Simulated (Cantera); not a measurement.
A perfectly stirred reactor is fed with CH₄ : H₂ = 1 : 2.2 (molar parts), at 1.00 bar; it is held at 1775 K, and followed from long to short residence time.

Model: GRI-Mech 3.0 (53 species, 325 reactions), integrated in Cantera. GRI-Mech 3.0 stops at C3 and has no aromatics, soot or wall deposition, so with more carbon than oxygen in the feed, carbon stays in small species such as C2H2 where larger ones or solid carbon would form.

Problem. What does this change do: CH4 1 to 9.4 parts?

Solution. 
```
quantity                 before    after
----------------------  -------  -------
x(CH₄) at τ = 13.0 s     0.0194   0.0225
x(H₂) at τ = 13.0 s       0.868    0.759
x(C₂H) at τ = 13.0 s    2.68e-7  5.61e-7
x(CH₂) at τ = 13.0 s    4.21e-8  5.56e-8
x(C₂H₄) at τ = 13.0 s   0.00263  0.00450
x(CH₄) at τ = 0.280 s    0.0414   0.0547
x(H₂) at τ = 0.280 s      0.855    0.735
x(C₂H) at τ = 0.280 s   2.40e-7  5.16e-7
x(CH₂) at τ = 0.280 s   8.05e-8  1.16e-7
x(C₂H₄) at τ = 0.280 s  0.00248  0.00436
```

Problem. What does this change do: H2 2.2 to 5.2 parts?

Solution. 
| quantity | before | after |
|---|---|---|
| x(CH₄) at τ = 13.0 s | 0.0194 | 0.0158 |
| x(H₂) at τ = 13.0 s | 0.868 | 0.921 |
| x(C₂H) at τ = 13.0 s | 2.68e-7 | 1.46e-7 |
| x(CH₂) at τ = 13.0 s | 4.21e-8 | 3.23e-8 |
| x(C₂H₄) at τ = 13.0 s | 0.00263 | 0.00156 |
| x(CH₄) at τ = 0.280 s | 0.0414 | 0.0315 |
| x(H₂) at τ = 0.280 s | 0.855 | 0.912 |
| x(C₂H) at τ = 0.280 s | 2.40e-7 | 1.27e-7 |
| x(CH₂) at τ = 0.280 s | 8.05e-8 | 5.94e-8 |
| x(C₂H₄) at τ = 0.280 s | 0.00248 | 0.00142 |
